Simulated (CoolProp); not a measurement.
Properties of R134a along the isobar 0.428 MPa (Tc = 374.2 K, pc = 4.059 MPa, ω = 0.327).

The numbers come from the reference Helmholtz-energy equation of state, Tillner-Roth 1994 in CoolProp.

| T (K) | phase | viscosity (µPa s) | conductivity (mW/(m K)) |
|---|---|---|---|
| 247.8 | liquid | 376 | 104 |
| 266.6 | liquid | 291 | 95.1 |
| 285.4 | gas | 11.2 | 12.6 |
| 304.3 | gas | 12.0 | 14.0 |
| 323.1 | gas | 12.8 | 15.5 |
| 342 | gas | 13.5 | 17.0 |
| 360.8 | gas | 14.3 | 18.5 |
| 379.6 | gas | 15.0 | 20.0 |
| 398.5 | gas | 15.7 | 21.5 |
| 417.3 | gas | 16.4 | 23.0 |
| 436.2 | gas | 17.2 | 24.5 |
| 455 | gas | 17.9 | 26.0 |

Viscosity comes from a separate model (Huber 2003), an estimate that may be off by 10 % or more. Thermal conductivity comes from a separate model (McLinden 2000), an estimate that may be off by 10 % or more.
